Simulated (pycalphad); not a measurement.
Computed with pycalphad from the COST 507 light-alloy database (1999), at 1 atm. These are 1990s assessments: newer ones move some temperatures and phases. Phase fractions are per mole of atoms. Diffusion is slow at the low end, where real alloys seldom reach equilibrium.

Give the equilibrium state of Hf-0.85B (wt.%) at 775 K.

HCP_A3, fraction 0.752, with <0.01 B wt.%; BM, fraction 0.248, with 5.7 B wt.%.

Give the equilibrium state of Hf-0.85B (wt.%) at 2125 K.

BCC_A2, fraction 0.766, with 0.05 B wt.%; BM, fraction 0.234, with 5.7 B wt.%.

Database names, with the compositions (at.%) that they take in these runs: BM: Hf 50 B 50. BCC_A2 is bcc; HCP_A3 is hcp.
